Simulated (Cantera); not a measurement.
Ignition delay

Mixture: CH₄ : O₂ : N₂ = 1 : 3.7 : 13.9 (molar parts), equivalence ratio 0.54, at 0.940 bar, adiabatic and at constant pressure. Ignition delay is the time to a rise of 400 K.

Cantera simulation using GRI-Mech 3.0 (53 species, 325 reactions); the numbers are that mechanism's predictions, not measurements.

| T0 (K) | delay (ms) |
|---|---|
| 1225 | 24.5 |
| 1300 | 8.99 |
| 1375 | 3.63 |
| 1450 | 1.62 |
| 1525 | 0.797 |
| 1600 | 0.431 |
| 1675 | 0.251 |
| 1750 | 0.155 |
| 1825 | 0.100 |

| Item | Value |
|---|---|
| apparent activation energy between 1675 and 1825 K | 160 kJ/mol |
